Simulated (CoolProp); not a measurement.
Vapour-liquid equilibrium of R125 (1) + R1234yf (2) at 300.8 K; x and y are mole fractions of (1).

Values from CoolProp's multi-fluid Helmholtz-energy mixture model, Lemmon 2005 and Lemmon 2022; pair parameters Bell 2023.

| x | bubble pressure (MPa) | y at the bubble point | dew pressure at overall composition x (MPa) | liquid density (mol/L) |
|---|---|---|---|---|
| 0.05 | 0.7697 | 0.084 | 0.7553 | 9.502 |
| 0.2 | 0.8747 | 0.300 | 0.8232 | 9.546 |
| 0.35 | 0.9811 | 0.476 | 0.9030 | 9.588 |
| 0.5 | 1.090 | 0.624 | 0.9975 | 9.630 |
| 0.65 | 1.201 | 0.753 | 1.111 | 9.672 |
| 0.8 | 1.316 | 0.866 | 1.247 | 9.715 |
| 0.95 | 1.436 | 0.968 | 1.413 | 9.760 |

No azeotrope shows between x = 0.05 and 0.95.

Pair parameters are fitted to limited data, so mixtures are less certain than the pure fluids.
